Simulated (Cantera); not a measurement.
A closed system holds: 1 mol C3H6, 0.015 mol O2, 1.2 mol H2, held at 0.0480 bar.

These are equilibrium values from Cantera (NASA tables, ideal gas, pure condensed phases), not measurements of a reactor. Candidate condensed phases: C, C6H6, C7H8, C8H18, H2O; 110 gas species. Kinetics and transport are ignored.

**Question.** At 2550 °C, list the 4 most abundant gas species with their mole fractions, and the condensed phases.

**Answer.** H2 0.643, H 0.325, C2H2 (acetylene) 0.0232, CO 0.00593. Condensed: C(graphite).
